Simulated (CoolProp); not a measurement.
A simple Rankine cycle with hexamethyldisiloxane (MM): condensing at 327.15 K, boiler at 0.386 MPa, turbine inlet 429.7 K, turbine efficiency 0.6, pump efficiency 0.7, no recuperator. Each further row changes one setting.

Values from CoolProp's reference Helmholtz-energy equation of state, Thol 2016.

```
case                             thermal efficiency (%)  net work (kJ/kg)  heat in (kJ/kg)  turbine exit temperature (K)  volume ratio over the turbine
-------------------------------  ----------------------  ----------------  ---------------  ----------------------------  -----------------------------
as stated                                           9.0              34.1              378                         403.9                           20.7
turbine inlet 449.7 K                               8.7              36.1              417                         424.4                           20.1
condensing temperature 319.15 K                     9.6              38.0              394                         401.5                           28.8
boiler pressure 0.27 MPa                            8.0              30.8              383                         408.3                           13.8
turbine efficiency 0.5                              7.5              28.3              378                         407.1                           20.9
```
